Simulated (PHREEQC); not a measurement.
Metal-bearing waste water

A solution holds 0.024 mol CdCl2, 0.22 mol HCl and 0.00019 mol Na2SO4 per kg of water, at 25 °C. Closed to the air; pH follows from the charge balance.

All values are PHREEQC results (ion-association model, phreeqc.dat), not measurements.

```json
{
 "pH": "0.76",
 "ionic_strength": "0.241 mol/kgw",
 "activity_of_water": "0.992",
 "density": "1.005 g/cm³",
 "total_alkalinity": "-220 meq/kg"
}
```

```tsv
species	molality	activity	log γ
Cl-	0.237	0.167	-0.154
H+	0.220	0.174	-0.102
CdCl+	0.0140	0.0103	-0.131
CdCl2	0.00680	0.00719	0.024
Cd+2	0.00218	0.000651	-0.524
CdCl3-	0.00102	0.000755	-0.131
Na+	0.000380	0.000281	-0.131
HSO4-	0.000163	0.000120	-0.131
SO4-2	2.61e-5	7.12e-6	-0.564
CdSO4	1.26e-6	1.34e-6	0.024
NaSO4-	1.36e-8	1.00e-8	-0.134
```

Precipitation was switched off in this run.
